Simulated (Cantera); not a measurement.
A closed system holds: 1 mol C3H6, 0.0091 mol O2, 4.5 mol N2, at 1.00 bar.

Method: chemical equilibrium by Gibbs-energy minimisation in Cantera with the NASA 1993 tables (ideal gas, pure condensed phases). Candidate condensed phases: C, C6H6, C7H8, C8H18, H2O; 136 gas species. The numbers say what is thermodynamically allowed, not how fast it happens.

At 2775 K, list the 4 most abundant gas species with their mole fractions, and the condensed phases.

N2 0.553, H2 0.326, HCN 0.0558, H 0.0428. Condensed: C(graphite).
